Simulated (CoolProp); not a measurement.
Vapour-liquid equilibrium of n-heptane (1) + n-dodecane (2) at 84.55 °C; x and y are mole fractions of (1).

Values from CoolProp's multi-fluid Helmholtz-energy mixture model, Span 2003 and Lemmon 2004; pair parameters Bell 2016.

Q: Give the bubble pressure and the first vapour's composition at x = 0.75, 0.85, 0.95. Is there an azeotrope?

A: x = 0.75: 50.09 kPa, y = 0.995; x = 0.85: 56.41 kPa, y = 0.997; x = 0.95: 62.88 kPa, y = 0.999. No azeotrope shows between x = 0.05 and 0.95.

Pair parameters are fitted to limited data, so mixtures are less certain than the pure fluids. The gap from Raoult's law changes sign with composition, which may be real or a fault of the pair parameters; it wasn't checked against measurements.
